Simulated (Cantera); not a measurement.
# Gas-phase reforming

A perfectly stirred reactor is fed with 30.5 % CH₄, 23.8 % CO₂, 45.7 % H₂, at 100000 Pa; it is held at 2023 K, and followed from long to short residence time.

Cantera simulation using GRI-Mech 3.0 (53 species, 325 reactions); the numbers are that mechanism's predictions, not measurements.

```tsv
τ (s)	x CH₄	x CO₂	x H₂	x CH₂O	x HO₂
19	0.00135	7.08e-5	0.667	8.41e-8	<1e-12
8.0	0.00167	0.000163	0.666	8.52e-8	<1e-12
3.3	0.00226	0.000369	0.664	8.89e-8	<1e-12
1.4	0.00319	0.000773	0.660	1.00e-7	<1e-12
0.59	0.00463	0.00151	0.653	1.34e-7	<1e-12
0.25	0.00677	0.00273	0.642	2.22e-7	<1e-12
0.10	0.0102	0.00475	0.625	4.56e-7	<1e-12
0.043	0.0147	0.00753	0.603	9.39e-7	1.64e-12
0.018	0.0215	0.0119	0.577	1.95e-6	3.36e-12
0.0075	0.0317	0.0194	0.550	3.85e-6	5.88e-12
```
x: mole fraction; the columns are a selection and need not sum to one.
